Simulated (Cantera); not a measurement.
A Cantera script and what it prints.

```python
import numpy as np
import cantera as ct

gas_names = [...]  # 151 gases of nasa_gas.yaml made of C, H, N, O, Si
cond_names = """
    C(gr) C6H6(L) C7H8(L) C8H18(L),n-octa H2O(s) H2O(L) Si(cr) Si(L) SiC(b) SiO2(Lqz) SiO2(hqz) SiO2(L)
    Si2N2O(s) Si3N4(a)
""".split()


# ... load() reads the species with a 1 bar reference pressure and builds the phases ...
atoms = {
    'HMDSO': {'Si': 2, 'C': 6, 'H': 18, 'O': 1},
    'O3': {'O': 3},
    'N2': {'N': 2},
}
top_T = {'C(gr)': 4500, 'SiC(b)': 3050, 'Si2N2O(s)': 2100, 'Si3N4(a)': 2400}  # K; cautious upper limits of use, not melting points


# ... equilibrate(T, P, feed) seeds the gas with the atoms and calls Mixture.equilibrate('TP', solver="vcs", rtol=1e-11, max_steps=5000) ...
results = []
feed = {'HMDSO': 1, 'O3': 0.68, 'N2': 2.3}  # mol
T = 748.15  # K
P = 1333.22  # Pa
mix = equilibrate(T, P, feed)
results.append((T, P, feed, dict(zip(mix.species_names, mix.species_moles))))
print(gas.report(threshold=0.001))
for i in range(1, mix.n_phases):
    print(f"{mix.phase(i).name:16s} {mix.phase_moles(i):12.5e} mol")
```

Output:

```
       temperature   748.15 K
          pressure   1333.2 Pa
           density   0.0015465 kg/m^3
  mean mol. weight   7.2156 kg/kmol
   phase of matter   gas

                          1 kg             1 kmol
                     ---------------   ---------------
          enthalpy        1.5807e+06        1.1406e+07  J
   internal energy        7.1864e+05        5.1854e+06  J
           entropy             29349        2.1177e+05  J/K
    Gibbs function       -2.0376e+07       -1.4703e+08  J
 heat capacity c_p            4243.9             30622  J/K
 heat capacity c_v            3091.6             22308  J/K

                      mass frac. Y      mole frac. X     chem. pot. / RT
                     ---------------   ---------------   ---------------
               CH4          0.060738          0.027318           -43.946
                H2              0.22           0.78741           -21.392
                N2            0.7192           0.18525           -30.176
     [ +148 minor]        6.6943e-05        2.6427e-05

C(gr)             5.70800e+00 mol
Si(cr)            0.00000e+00 mol
SiC(b)            0.00000e+00 mol
SiO2(Lqz)         1.35996e+00 mol
Si2N2O(s)         3.20020e-01 mol
Si3N4(a)          0.00000e+00 mol
```

Equilibrium computed with Cantera from the NASA thermochemical tables; the gas is ideal and each condensed phase is pure. The feed counts by its element totals alone. N2 is the only nitrogen source here; it is nearly inert below about 1500 K, so the nitride shown seldom forms there in practice.
